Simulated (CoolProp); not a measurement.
The numbers come from the reference Helmholtz-energy equation of state, Schmidt 1985 in CoolProp.

**Question.** For oxygen, give the phase and the Z, expansivity (1/kK), viscosity (µPa s) at 161 K and 38.8 bar; 161 K and 97 bar; 161 K and 116 bar.

**Answer.** 
- 161 K and 38.8 bar: gas; Z 0.720, expansivity 17.0, viscosity 13.7
- 161 K and 97 bar: supercritical; Z 0.333, expansivity 18.1, viscosity 45.8
- 161 K and 116 bar: supercritical; Z 0.376, expansivity 13.3, viscosity 50.6

Viscosity comes from a separate model (Lemmon 2004).
